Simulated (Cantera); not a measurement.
Input: 1 mol Si, 0.94 mol H2, at 4.50 bar.

Method: chemical equilibrium by Gibbs-energy minimisation in Cantera with the NASA 1993 tables (ideal gas, pure condensed phases). Candidate condensed phases: Si; 9 gas species. Gases not in the tables: Si2H6 and higher silanes. Kinetics and transport are ignored.

Q: Which condensed phases are stable at each of these points (T (K)): 698, 798, 898, 998, 1098, 1198, 1298, 1398, 1498, 1598, 1698?

A: 
```
T (K)  condensed phases  Si condensed (%)
-----  ----------------  ----------------
698               Si(s)             100.0
798               Si(s)             100.0
898               Si(s)             100.0
998               Si(s)             100.0
1098              Si(s)             100.0
1198              Si(s)             100.0
1298              Si(s)             100.0
1398              Si(s)             100.0
1498              Si(s)             100.0
1598              Si(s)             100.0
1698              Si(l)             100.0
```

From 698 K to 1598 K the condensed part is Si(s). At 1698 K the condensed part is Si(l).
